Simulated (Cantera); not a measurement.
A closed system holds: 1 mol SiH4, 6 mol NH3, 18 mol N2, equilibrated at 1448 K and 29.3 Torr.

Method: chemical equilibrium by Gibbs-energy minimisation in Cantera with the NASA 1993 tables (ideal gas, pure condensed phases). Candidate condensed phases: Si, Si3N4; 18 gas species. Equilibrium is a limit: real reactors are often held back by kinetics, nucleation or transport.

### Question
What is the equilibrium state?

### Answer
```
Quantity                              Value
--------------------------------  ---------
x(N2)                                 0.649
x(H2)                                 0.351
x(H)                                2.77e-5
n(Si3N4(s))                       0.333 mol
gas amount                        31.33 mol
log10 activity of Si(s) (absent)      -2.13
```
